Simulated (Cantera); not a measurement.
A perfectly stirred reactor is fed with CH₄ : H₂O : H₂ = 1 : 0.47 : 0.055 (molar parts), at 10.0 bar; it is held at 1400 K, and followed from long to short residence time.

Detailed kinetics in Cantera: GRI-Mech 3.0 (53 species, 325 reactions). GRI-Mech 3.0 stops at C3 and has no aromatics, soot or wall deposition, so with more carbon than oxygen in the feed, carbon stays in small species such as C2H2 where larger ones or solid carbon would form.

x: mole fraction; the columns are a selection and need not sum to one.

```csv
τ (s),x CH₄,x H₂O,x H₂,x OH,x CH₂CO,x CH₂O
13,0.439,0.233,0.246,[?],3.49e-6,4.01e-7
4.4,0.445,0.258,0.221,1.60e-8,4.89e-6,4.78e-7
1.4,0.462,0.274,0.197,1.62e-8,5.59e-6,5.29e-7
0.46,0.511,0.285,0.154,[?],4.84e-6,5.56e-7
0.15,0.585,0.297,0.0935,1.27e-8,2.67e-6,6.09e-7
0.048,0.630,0.305,0.0559,1.27e-8,7.49e-7,6.35e-7
0.015,0.648,0.307,0.0415,1.22e-8,7.73e-8,5.21e-7
0.0050,0.653,0.308,0.0375,[?],3.31e-9,2.84e-7
0.0016,0.655,0.308,0.0364,[?],5.58e-11,8.49e-8
```

What belongs in the gaps?


- 13, x OH: 1.42e-8
- 0.46, x OH: 1.42e-8
- 0.0050, x OH: 1.09e-8
- 0.0016, x OH: 9.41e-9
